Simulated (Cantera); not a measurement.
**Equilibrium for sublimation and decomposition of ceramics: Si₃N₄ + N₂**

A closed system holds: 1 mol Si₃N₄, 0.043 mol N₂, at 2700 K and 1.33 mbar.

These are equilibrium values from Cantera (NASA tables, ideal gas, pure condensed phases), not measurements of a reactor. Candidate condensed phases: Si, Si₃N₄; 7 gas species. The tables' values for SiN are old estimates; treat these amounts as uncertain. Kinetics and transport are ignored.

```
Quantity                              Value
--------------------------------  ---------
x(Si)                                 0.593
x(N₂)                                 0.405
x(SiN)                              0.00105
x(Si₂)                             0.000866
x(Si₂N)                             3.42e-5
x(N)                                2.83e-5
x(Si₃)                              5.82e-6
gas amount                        5.036 mol
log10 activity of Si(l) (absent)      -1.38
```
